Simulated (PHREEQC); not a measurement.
0.064 g of hydrous ferric oxide (600 m²/g; 0.2 weak and 0.005 strong sites per Fe, Dzombak-Morel constants, diffuse double layer) in 1 kg of water with 0.1 mol/kgw of an inert sodium salt and 0.13 mmol/kgw MnCl2, at 25 °C; the pH is set by adding NaOH or the inert anion's acid. No oxygen is let in. The system is closed to CO2. Nothing may precipitate in this run.

Equilibrium calculation in PHREEQC: ion-association model, wateq4f.dat.

```csv
pH,Mn sorbed (%),surface charge σ (C/m²),surface potential ψ (mV)
3,0.0,0.363,153
3.38,0.0,0.355,151
3.75,0.0,0.338,149
4.12,0.0,0.311,?
4.5,0.0,0.273,138
4.88,0.0,?,129
5.25,0.0,0.186,119
5.62,0.2,0.147,107
6,0.7,0.112,?
6.38,1.8,0.084,80
6.75,3.0,0.061,65
7.12,5.0,0.043,50
7.5,11.0,?,38
7.88,?,0.024,31
8.25,34.1,0.021,28
8.62,44.4,0.019,25
9,51.5,0.018,24
```

**Question.** What belongs in the gaps?

**Answer.** 
- 4.12, surface potential ψ (mV): 145
- 4.88, surface charge σ (C/m²): 0.229
- 6, surface potential ψ (mV): 94
- 7.5, surface charge σ (C/m²): 0.030
- 7.88, Mn sorbed (%): 22.0

The oxide is taken as insoluble; below pH 4 it would dissolve.
